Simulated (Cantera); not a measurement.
A Cantera script and its output.

```python
import numpy as np
import cantera as ct

gas = ct.Solution("gri30.yaml")


def delay(T, t_max=10):
    gas.TPX = T, 550000, {'CO': 1, 'H2': 0.071, 'O2': 0.446, 'N2': 1.68, 'CO2': 0.015}
    reactor = ct.IdealGasConstPressureReactor(gas, clone=False)
    net = ct.ReactorNet([reactor])
    net.rtol, net.atol = 1e-8, 1e-16
    while net.time < t_max:
        t_old, T_old = net.time, reactor.T
        net.step()
        if reactor.T > T + 400:  # ignition: a rise of 400 K
            return t_old + (T + 400 - T_old) / (reactor.T - T_old) * (net.time - t_old)
    return np.nan


taus = []
for T in [1100, 1150, 1200, 1250, 1300, 1350, 1400, 1450, 1500]:
    taus.append(delay(T))
    print(f"T0 = {T:6g} K   tau = {taus[-1]:.4e} s")
```

Output:

```
T0 =   1100 K   tau = 2.4127e-04 s
T0 =   1150 K   tau = 8.3533e-05 s
T0 =   1200 K   tau = 4.1645e-05 s
T0 =   1250 K   tau = 2.6341e-05 s
T0 =   1300 K   tau = 1.9057e-05 s
T0 =   1350 K   tau = 1.4961e-05 s
T0 =   1400 K   tau = 1.2397e-05 s
T0 =   1450 K   tau = 1.0673e-05 s
T0 =   1500 K   tau = 9.4551e-06 s
```

Detailed kinetics in Cantera: GRI-Mech 3.0 (53 species, 325 reactions). The hydrogen kinetics of GRI-Mech 3.0 are dated; newer H2 mechanisms differ, most at raised pressure. Where the delays flatten at high temperature, the 400 K rule measures the pace of heat release, not the induction time.
